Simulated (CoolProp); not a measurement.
Propane at 293.15 K and 0.0956 MPa flows at 0.32 m/s in a round tube of 1 mm bore and 0.25 µm roughness, fully developed (64/Re and Nu = 3.66 if laminar; Colebrook and Gnielinski if turbulent). Each further row changes one setting.

Model: reference Helmholtz-energy equation of state, Lemmon 2009, in CoolProp.

| case | Reynolds number | Darcy friction factor | pressure drop (Pa/m) | heat-transfer coefficient (W/(m² K)) | mass flow (kg/h) |
|---|---|---|---|---|---|
| as stated | 70.2 | 0.912 | 82.0 | 65.0 | 0.00159 |
| velocity 0.64 m/s | 140 | 0.456 | 164 | 65.0 | 0.00318 |
| diameter 2 mm | 140 | 0.456 | 20.5 | 32.5 | 0.00636 |

Viscosity comes from a separate model (Vogel 1998). Thermal conductivity comes from a separate model (Marsh 2002).
